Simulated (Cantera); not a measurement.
Gas activation for diamond growth

An isothermal, constant-pressure homogeneous reactor starts with 3.70 % CH4, 94.9 % H2, 1.42 % O2, equivalence ratio 39, at 2675 K and 0.133 bar.

Computed with Cantera and GRI-Mech 3.0 (53 species, 325 reactions).

| t (s) | x CH4 | x H2 | x O2 | x C2H6 | x CO | x OH |
|---|---|---|---|---|---|---|
| 1.00e-6 | 0.0364 | 0.948 | 0.0142 | 9.86e-9 | 2.29e-8 | 7.52e-6 |
| 3.16e-6 | 0.0352 | 0.946 | 0.0139 | 2.64e-7 | 1.04e-6 | 2.69e-5 |
| 1.00e-5 | 0.0308 | 0.937 | 0.0119 | 2.90e-6 | 6.39e-5 | 9.28e-5 |
| 3.16e-5 | 0.0180 | 0.909 | 0.00206 | 4.93e-6 | 0.00110 | 0.000248 |
| 0.000100 | 0.00594 | 0.909 | 2.72e-7 | 6.81e-7 | 0.00266 | 0.000280 |
| 0.000316 | 0.00130 | 0.906 | 8.73e-8 | 3.83e-8 | 0.00585 | 0.000288 |
| 0.00100 | 0.000549 | 0.900 | 5.37e-8 | 8.09e-9 | 0.0134 | 0.000222 |
| 0.00316 | 0.000161 | 0.886 | 6.42e-9 | 8.54e-10 | 0.0227 | 7.52e-5 |
| 0.0100 | 1.52e-5 | 0.858 | 2.39e-12 | 9.61e-12 | 0.0255 | 1.42e-6 |
| 0.0316 | 4.89e-6 | 0.841 | <1e-12 | 1.16e-12 | 0.0253 | 3.86e-9 |
| 0.100 | 4.84e-6 | 0.840 | <1e-12 | 1.14e-12 | 0.0253 | 3.83e-9 |
| 0.316 | 4.84e-6 | 0.840 | <1e-12 | 1.14e-12 | 0.0253 | 3.83e-9 |
| 1.00 | 4.84e-6 | 0.840 | <1e-12 | 1.14e-12 | 0.0253 | 3.83e-9 |
| 3.16 | 4.84e-6 | 0.840 | <1e-12 | 1.14e-12 | 0.0253 | 3.83e-9 |
| 10.0 | 4.84e-6 | 0.840 | <1e-12 | 1.14e-12 | 0.0253 | 3.83e-9 |
x: mole fraction; the columns are a selection and need not sum to one.

Equilibrium at this temperature and pressure: CH4 4.91e-6, H2 0.840, O2 <1e-12, C2H6 1.17e-12, CO 0.0253, OH 3.89e-9 (gas phase only).
